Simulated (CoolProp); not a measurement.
Saturation properties of n-hexane.

Computed with CoolProp (reference Helmholtz-energy equation of state, Thol 2019).

| T (K) | p (bar) | enthalpy of vaporisation (kJ/kg) | vapour Z | liquid viscosity (µPa s) | liquid conductivity (mW/(m K)) |
|---|---|---|---|---|---|
| 329.3 | 0.6708 | 344.5 | ? | 223 | 111 |
| 342 | 1.018 | 335.0 | 0.9510 | 200 | ? |
| 354.7 | ? | 325.2 | ? | 180 | 104 |
| 367.5 | ? | 314.7 | 0.9184 | 162 | 101 |
| 380.2 | 2.941 | 303.6 | 0.8980 | 146 | 98.5 |
| 392.9 | 3.976 | ? | 0.8746 | 132 | 95.7 |
| 405.7 | 5.276 | 278.9 | 0.8476 | 119 | 93.1 |
| 418.4 | 6.858 | 265.1 | 0.8172 | 107 | 90.6 |
| 431.2 | 8.789 | 249.7 | 0.7824 | 96.7 | 88.1 |
| 443.9 | 11.08 | 232.6 | 0.7429 | 86.7 | 85.8 |
| 456.6 | 13.80 | 213.1 | 0.6976 | ? | 83.5 |
| 469.4 | 17.01 | 190.1 | 0.6442 | 67.8 | 81.2 |
| 482.1 | 20.75 | 162.0 | 0.5800 | 58.5 | 79.0 |
| 494.9 | 25.16 | 123.4 | 0.4945 | 48.2 | 77.3 |

Some entries are withheld; supply them.


- 329.3, vapour Z: 0.9634
- 342, liquid conductivity (mW/(m K)): 108
- 354.7, p (bar): 1.491
- 354.7, vapour Z: 0.9361
- 367.5, p (bar): 2.125
- 392.9, enthalpy of vaporisation (kJ/kg): 291.8
- 456.6, liquid viscosity (µPa s): 77.1

It boils at 341.9 K under 1 atm.

Viscosity comes from a separate model (Michailidou 2013). Thermal conductivity comes from a separate model (Assael 2013).
